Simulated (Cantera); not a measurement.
An isothermal, constant-pressure homogeneous reactor starts with 4.24 % CH4, 92.2 % H2, 0.922 % O2, 2.67 % N2, equivalence ratio 59, at 2523 K and 0.0133 bar.

Model: GRI-Mech 3.0 (53 species, 325 reactions), integrated in Cantera. GRI-Mech 3.0 stops at C3 and has no aromatics, soot or wall deposition, so with more carbon than oxygen in the feed, carbon stays in small species such as C2H2 where larger ones or solid carbon would form. Radical loss at walls, strong at low pressure, is not modelled.

One state of this run: x CH4 = 0.000288; x H2 = 0.885; x O2 = 3.20e-9; x C2H = 6.32e-5; x CO2 = 8.46e-6; x H2O = 0.00343. x: mole fraction; the columns are a selection and need not sum to one.

**Question.** Which value of t (s) does it belong to?
(A) 1.42e-5
(B) 0.0136
(C) 0.0322
(D) 0.424

**Answer.** C, 0.0322
